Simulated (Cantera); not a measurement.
Charge: 1 mol ZrO₂, 91 mol H₂, at 0.760 bar.

Cantera equilibrium calculation (NASA polynomials, part measured and part estimated; ideal gas, pure solids and liquids). Candidate condensed phases: H₂O, Zr, ZrO₂; 12 gas species. Rates play no part.

log p: log10 of the partial pressure in bar; n: condensed amount in mol.

| T (K) | log p H₂ | log p H | log p H₂O | log p ZrO | log p Zr | n ZrO₂(monoclinic) | n ZrO₂(tetragonal) |
|---|---|---|---|---|---|---|---|
| 1375 | -0.12 | -5.52 | -9.54 | <-12 | <-12 | 1.00 | 0 |
| 1425 | -0.12 | -5.23 | -9.15 | <-12 | <-12 | 1.00 | 0 |
| 1475 | -0.12 | -4.95 | -8.79 | <-12 | <-12 | 1.00 | 0 |
| 1525 | -0.12 | -4.69 | -8.45 | <-12 | <-12 | 0 | 1.00 |
| 1575 | -0.12 | -4.44 | -8.13 | (withheld) | <-12 | 0 | 1.00 |
| 1625 | -0.12 | -4.21 | -7.83 | (withheld) | <-12 | 0 | 1.000 |
| 1675 | -0.12 | -3.99 | -7.56 | (withheld) | -11.66 | 0 | 1.000 |
| 1725 | -0.12 | -3.79 | -7.29 | (withheld) | -11.12 | 0 | 1.000 |
| 1775 | -0.12 | -3.60 | -7.05 | (withheld) | -10.60 | 0 | 1.000 |
| 1825 | -0.12 | -3.42 | -6.81 | (withheld) | -10.12 | 0 | 1.000 |
| 1875 | -0.12 | -3.24 | -6.59 | (withheld) | -9.66 | 0 | 1.000 |
| 1925 | -0.12 | -3.08 | -6.38 | (withheld) | -9.22 | 0 | 1.000 |
| 1975 | -0.12 | -2.92 | -6.19 | (withheld) | -8.81 | 0 | 1.000 |

### Question
Fill in the missing entries.

### Answer

- 1575, log p ZrO: -11.63
- 1625, log p ZrO: -11.00
- 1675, log p ZrO: -10.40
- 1725, log p ZrO: -9.85
- 1775, log p ZrO: -9.32
- 1825, log p ZrO: -8.82
- 1875, log p ZrO: -8.35
- 1925, log p ZrO: -7.91
- 1975, log p ZrO: -7.49
